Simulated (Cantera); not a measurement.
An adiabatic, constant-volume homogeneous reactor starts with CH4 : O2 : N2 = 1 : 0.909 : 3.42 (molar parts), equivalence ratio 2.2, at 1800 K and 101000 Pa. Integrator tolerance rtol = 1e-08.

Model: GRI-Mech 3.0 (53 species, 325 reactions), integrated in Cantera.

| quantity | before | after |
|---|---|---|
| time of steepest temperature rise | 0.119 ms | 31.7 µs |
| temperature at 1.00 s | 2832 K | 2930 K |
| equilibrium temperature | 2832 K | 2930 K |
| x(CH4) at 1.00 s | 3.00e-11 (gas-phase equilibrium 3.36e-11) | 6.12e-10 (gas-phase equilibrium 6.84e-10) |
| x(O2) at 1.00 s | 0.000109 (gas-phase equilibrium 0.000109) | 4.40e-5 (gas-phase equilibrium 4.40e-5) |
| x(CO2) at 1.00 s | 0.0118 (gas-phase equilibrium 0.0118) | 0.0116 (gas-phase equilibrium 0.0116) |
| x(CH3) at 1.00 s | 7.63e-11 (gas-phase equilibrium 8.54e-11) | 9.19e-10 (gas-phase equilibrium 1.03e-9) |
| x(CH2) at 1.00 s | 2.19e-11 (gas-phase equilibrium 2.33e-11) | 1.60e-10 (gas-phase equilibrium 1.74e-10) |
| x(H) at 1.00 s | 0.0282 (gas-phase equilibrium 0.0282) | 0.0175 (gas-phase equilibrium 0.0175) |
| x(C2H4) at 1.00 s | <1e-12 (gas-phase equilibrium <1e-12) | <1e-12 (gas-phase equilibrium <1e-12) |

Problem. Name the change that produced these shifts.
A. initial temperature 1800 to 1173 K
B. pressure from 101000 Pa to 1000000 Pa
C. initial temperature 1800 to 1600 K
D. pressure from 101000 Pa to 500000 Pa

Solution. D, pressure from 101000 Pa to 500000 Pa
